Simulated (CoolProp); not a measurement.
A single-stage vapour-compression cycle with the fluid: evaporating at 294.15 K (dew point), condensing at 351.15 K (bubble point), superheat 10 K, subcooling 0 K, compressor efficiency 0.75, no pressure losses. The same conditions are run with several fluids, on thermodynamics alone (safety and materials aside).

The numbers come from the reference Helmholtz-energy equation of state of each fluid (R113: Marx 1992; R236EA: Rui 2013; vinyl chloride: Thol 2022; R1336mzz(Z): McLinden 2020; n-butane: Bücker 2006; R21: Platzer 1990) in CoolProp. The equations of Platzer and Polt are older, rougher fits.

| fluid | cooling COP | pressure ratio | discharge temperature (K) | refrigerating effect (kJ/kg) | volumetric capacity (kJ/m³) |
|---|---|---|---|---|---|
| R113 | 3.04 | 6.57 | 359.3 | 105 | 304 |
| R236EA | 2.64 | 5.34 | 355.1 | 91.7 | 1050 |
| vinyl chloride | 3.06 | 4.26 | 399.7 | 244 | 2250 |
| R1336mzz(Z) | 2.82 | 6.50 | 353.8 | 106 | 447 |
| n-butane | 2.83 | 4.52 | 360.8 | 235 | 1230 |
| R21 | 3.15 | 5.15 | 400.9 | 177 | 1190 |
